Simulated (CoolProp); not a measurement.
trans-2-butene along the isotherm 478.5 K: fugacity coefficient from the reference equation and from simpler models built on Tc = 428.6 K, pc = 4.019 MPa, ω = 0.210; each cubic takes its own stable root.

Model: reference Helmholtz-energy equation of state, Lemmon 2005, in CoolProp. It is a short technical equation, of lower accuracy than the large ones.

| p (MPa) | phase | reference |
|---|---|---|
| 1.67 | gas | 0.9020 |
| 3.35 | gas | 0.8073 |
| 5.02 | supercritical | 0.7170 |
| 6.7 | supercritical | 0.6314 |
| 8.37 | supercritical | 0.5584 |
| 10 | supercritical | 0.5042 |
| 11.7 | supercritical | 0.4623 |
| 13.4 | supercritical | 0.4309 |
| 15.1 | supercritical | 0.4069 |
| 16.7 | supercritical | 0.3893 |
| 18.4 | supercritical | 0.3746 |
| 20.1 | supercritical | 0.3629 |

**Question.** How far does each simpler model (van der Waals, Soave-Redlich-Kwong, Peng-Robinson) lie from the reference over these 12 states: mean and median of the absolute difference, and the worst?

**Answer.** 
- van der Waals: mean 3.8 %, median 1.6 %, worst +11.5 % at 478.5 K and 20.1 MPa
- Soave-Redlich-Kwong: mean 5.5 %, median 5.8 %, worst +10.5 % at 478.5 K and 20.1 MPa
- Peng-Robinson: mean 0.9 %, median 0.8 %, worst -2.3 % at 478.5 K and 5.02 MPa
